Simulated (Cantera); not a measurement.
An isothermal, constant-pressure homogeneous reactor starts with 2.06 % H₂, 97.9 % O₂, equivalence ratio 0.011, at 1325 K and 14.3 Torr.

Model: GRI-Mech 3.0 (53 species, 325 reactions), integrated in Cantera. Radical loss at walls, strong at low pressure, is not modelled.

x: mole fraction; the columns are a selection and need not sum to one.

| t (s) | x H₂ | x O₂ | x H₂O₂ | x OH | x H |
|---|---|---|---|---|---|
| 1.00e-5 | 0.0206 | 0.979 | <1e-12 | 5.13e-10 | 1.74e-9 |
| 3.16e-5 | 0.0206 | 0.979 | <1e-12 | 3.65e-9 | 3.74e-9 |
| 0.000100 | 0.0206 | 0.979 | 7.09e-12 | 2.05e-8 | 8.07e-9 |
| 0.000316 | 0.0206 | 0.979 | 6.84e-11 | 1.74e-7 | 4.52e-8 |
| 0.00100 | 0.0205 | 0.979 | 6.60e-10 | 2.44e-5 | 5.91e-6 |
| 0.00316 | [?] | 0.961 | [?] | [?] | [?] |
| 0.0100 | 0.000149 | 0.962 | 3.91e-8 | 0.00211 | 0.00113 |
| 0.0316 | 0.000116 | 0.966 | 3.73e-8 | 0.00187 | 0.000759 |
| 0.100 | [?] | 0.973 | [?] | [?] | [?] |
| 0.316 | 1.62e-5 | 0.977 | 1.90e-8 | 0.000701 | 3.75e-5 |
| 1.00 | 2.65e-6 | 0.979 | 7.31e-9 | 0.000285 | 2.48e-6 |
| 3.16 | 4.02e-7 | 0.979 | 2.01e-9 | 0.000111 | 1.47e-7 |
| 10.0 | 7.55e-8 | 0.979 | 5.26e-10 | 4.83e-5 | 1.20e-8 |

Some entries are withheld; supply them.


- 0.00316, x H₂: 0.000275
- 0.00316, x H₂O₂: 4.91e-8
- 0.00316, x OH: 0.00249
- 0.00316, x H: 0.00143
- 0.100, x H₂: 6.00e-5
- 0.100, x H₂O₂: 3.13e-8
- 0.100, x OH: 0.00135
- 0.100, x H: 0.000274
